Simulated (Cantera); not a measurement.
A freely propagating, adiabatic, planar premixed flame of CH₄ : C₂H₆ : C₃H₈ : O₂ : N₂ = 1 : 0.56 : 0.1 : 6.19 : 23.3 (molar parts), unburnt at 500 K and 10.0 bar; mixture-averaged transport, grid criteria slope 0.08 and curve 0.16, no radiation.

Cantera simulation using GRI-Mech 3.0 (53 species, 325 reactions); the numbers are that mechanism's predictions, not measurements. Burning velocities carry a grid error of a few per cent, more on coarse grids.

Q: What does this change do: inlet temperature 500 to 575 K?

A: 
```csv
quantity,before,after
laminar burning velocity,27.4 cm/s,38.6 cm/s
thermal thickness,0.0832 mm,0.0723 mm
peak x(CH₂),6.78e-6,9.03e-6
peak x(HCN),2.08e-7,2.79e-7
peak x(HCO),8.29e-6,1.08e-5
```
